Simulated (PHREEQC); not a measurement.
A solution holds 0.15 mol HF, 0.08 mol NH4HF2 and 0.042 mol H2SiF6 per kg of water, at 25 °C. Closed to the air; pH follows from the charge balance.

All values are PHREEQC results (ion-association model, phreeqc.dat), not measurements.

```json
[
 {"quantity": "pH", "before": "1.65", "after": "1.76"},
 {"quantity": "ionic strength (mol/kgw)", "before": "0.150", "after": "0.144"},
 {"quantity": "HF (mol/kgw)", "before": "0.274", "after": "0.282"},
 {"quantity": "HF2- (mol/kgw)", "before": "0.0121", "after": "0.00981"},
 {"quantity": "F- (mol/kgw)", "before": "0.0116", "after": "0.00795"},
 {"quantity": "NH3 (mol/kgw)", "before": "1.39e-9", "after": "1.60e-8"},
 {"quantity": "SI of Quartz (SiO2)", "before": "-9.03", "after": "-6.80"}
]
```

Q: Which change was made?
(A) HF left out
(B) 0.09 mol/kgw TMAH added
(C) temperature from 25 to 55 °C
(D) temperature from 25 to 60 °C
(E) diluted 2-fold with water

A: D, temperature from 25 to 60 °C

No solid was allowed to form. At this temperature some constants are extrapolated from 25 °C, and those without enthalpy data are left unchanged. SiF6-2 is the database's only silicon fluoride.
